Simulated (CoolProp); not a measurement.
A single-stage vapour-compression cycle with R124: evaporating at 282.15 K (dew point), condensing at 304.15 K (bubble point), superheat 0 K, subcooling 2 K, compressor efficiency 0.6, no pressure losses. Each further row changes one setting.

The numbers come from the reference Helmholtz-energy equation of state, de Vries 1995 in CoolProp.

```json
[
 {"case": "as stated", "cooling COP": "7.02", "pressure ratio": "2.03", "discharge temperature (K)": "312.0", "refrigerating effect (kJ/kg)": "133", "volumetric capacity (kJ/m³)": "1890"},
 {"case": "evaporating temperature 287.15 K", "cooling COP": "9.44", "pressure ratio": "1.71", "discharge temperature (K)": "310.0", "refrigerating effect (kJ/kg)": "136", "volumetric capacity (kJ/m³)": "2280"},
 {"case": "condensing temperature 299.15 K", "cooling COP": "9.32", "pressure ratio": "1.75", "discharge temperature (K)": "305.6", "refrigerating effect (kJ/kg)": "139", "volumetric capacity (kJ/m³)": "1970"},
 {"case": "subcooling 7 K", "cooling COP": "7.32", "pressure ratio": "2.03", "discharge temperature (K)": "312.0", "refrigerating effect (kJ/kg)": "139", "volumetric capacity (kJ/m³)": "1970"},
 {"case": "superheat 10 K", "cooling COP": "7.08", "pressure ratio": "2.03", "discharge temperature (K)": "322.4", "refrigerating effect (kJ/kg)": "141", "volumetric capacity (kJ/m³)": "1910"},
 {"case": "compressor efficiency 0.5", "cooling COP": "5.85", "pressure ratio": "2.03", "discharge temperature (K)": "316.6", "refrigerating effect (kJ/kg)": "133", "volumetric capacity (kJ/m³)": "1890"}
]
```
